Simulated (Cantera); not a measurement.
Cantera run:

```python
import numpy as np
import cantera as ct

gas_names = [...]  # 136 gases of nasa_gas.yaml made of C, H, N, O
cond_names = """
    C(gr) C6H6(L) C7H8(L) C8H18(L),n-octa H2O(s) H2O(L)
""".split()


# ... load() reads the species with a 1 bar reference pressure and builds the phases ...
atoms = {
    'CO': {'C': 1, 'O': 1},
    'H2': {'H': 2},
    'N2': {'N': 2},
}
top_T = {'C(gr)': 4500}  # K; cautious upper limits of use, not melting points


# ... equilibrate(T, P, feed) seeds the gas with the atoms and calls Mixture.equilibrate('TP', solver="vcs", rtol=1e-11, max_steps=5000) ...
results = []
feed = {'CO': 1, 'H2': 2.5, 'N2': 9.7}  # mol
T = 823.15  # K
P = 100000  # Pa
mix = equilibrate(T, P, feed)
results.append((T, P, feed, dict(zip(mix.species_names, mix.species_moles))))
x = sorted(zip(gas.X, gas.species_names), reverse=True)
print(f"T = {T:g} K  P = {P:g} Pa  gas = {mix.phase_moles(0):.4g} mol")
print("   x: " + "  ".join(f"{s} {v:.3e}" for v, s in x if v > 1e-05))
print("   condensed (mol): " + ("  ".join(f"{mix.phase(i).name} {mix.phase_moles(i):.4g}"
      for i in range(1, mix.n_phases) if mix.phase_moles(i) > 1e-12) or "none"))
```

Output:

```
T = 823.15 K  P = 100000 Pa  gas = 12.4 mol
   x: N2 7.822e-01  H2 1.353e-01  H2O 3.203e-02  CO 1.794e-02  CH4 1.705e-02  CO2 1.534e-02  NH3 1.049e-04
   condensed (mol): C(gr) 0.3759
```

Cantera equilibrium calculation (NASA polynomials, part measured and part estimated; ideal gas, pure solids and liquids).
